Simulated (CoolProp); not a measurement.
Computed with CoolProp (reference Helmholtz-energy equation of state, Jacobsen 1992).

Give the vapour pressure (MPa), vapour Z, surface tension (mN/m), vapour viscosity (µPa s) of saturated R11 at 305 K.


```tsv
T (K)	p (MPa)	vapour Z	surface tension (mN/m)	vapour viscosity (µPa s)
305	0.134	0.956	16.9	10.4
```

Viscosity comes from a separate model (Klein 1997), an estimate that may be off by 10 % or more. Surface tension comes from a separate correlation (Mulero 2012).
